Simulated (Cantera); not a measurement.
Feed: 1 mol PbO, 0.039 mol CO, a varied amount of N₂, at 1450 K and 7.50 Torr.

Equilibrium computed with Cantera from the NASA thermochemical tables; the gas is ideal and each condensed phase is pure. Candidate condensed phases: C, Pb, PbO, PbO₂, Pb₃O₄; 27 gas species. Gases not in the tables: (PbO)n polymers. Rates play no part.

Task: At 2.2 mol N₂, list the 4 most abundant gas species with their mole fractions, and the condensed phases.

Result: N₂ 0.664, PbO 0.245, Pb 0.0570, O₂ 0.0225. Condensed: gas only.
